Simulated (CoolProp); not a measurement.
A simple Rankine cycle with n-pentane: condensing at 295.15 K, boiler at 0.633 MPa, turbine inlet 391.1 K, turbine efficiency 0.6, pump efficiency 0.8, no recuperator. Each further row changes one setting.

Values from CoolProp's reference Helmholtz-energy equation of state, Thol 2019.

```
case                             thermal efficiency (%)  net work (kJ/kg)  heat in (kJ/kg)  turbine exit temperature (K)  volume ratio over the turbine
-------------------------------  ----------------------  ----------------  ---------------  ----------------------------  -----------------------------
as stated                                          10.2              53.8              529                         354.2                            ___
turbine inlet 411.1 K                              10.0              57.6              ___                         375.2                            ___
condensing temperature 287.15 K                    11.1              60.9              547                           ___                            ___
boiler pressure 0.443 MPa                           8.8              47.3              536                         361.4                           7.26
turbine efficiency 0.5                              8.4               ___              529                           ___                            ___
```

### Question
Fill in the missing entries.

### Answer

- as stated, volume ratio over the turbine: 10.7
- turbine inlet 411.1 K, heat in (kJ/kg): 574
- turbine inlet 411.1 K, volume ratio over the turbine: 10.5
- condensing temperature 287.15 K, turbine exit temperature (K): 350.2
- condensing temperature 287.15 K, volume ratio over the turbine: 14.5
- turbine efficiency 0.5, net work (kJ/kg): 44.6
- turbine efficiency 0.5, turbine exit temperature (K): 358.9
- turbine efficiency 0.5, volume ratio over the turbine: 10.8
